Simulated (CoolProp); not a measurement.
Vapour-liquid equilibrium of propane (1) + n-butane (2) at 53.7 kPa; x and y are mole fractions of (1).

The numbers come from the multi-fluid Helmholtz-energy mixture model, Lemmon 2009 and Bücker 2006; pair parameters Kunz 2012 in CoolProp.

### Question
Give the bubble temperature and the first vapour's composition at x = 0.5, 0.575, 0.875. Is there an azeotrope?

### Answer
x = 0.5: -43.7 °C, y = 0.869; x = 0.575: -46.0 °C, y = 0.903; x = 0.875: -53.2 °C, y = 0.981. No azeotrope shows between x = 0.05 and 0.95.

The pair parameters rest on a limited set of measurements; away from them the model extrapolates.
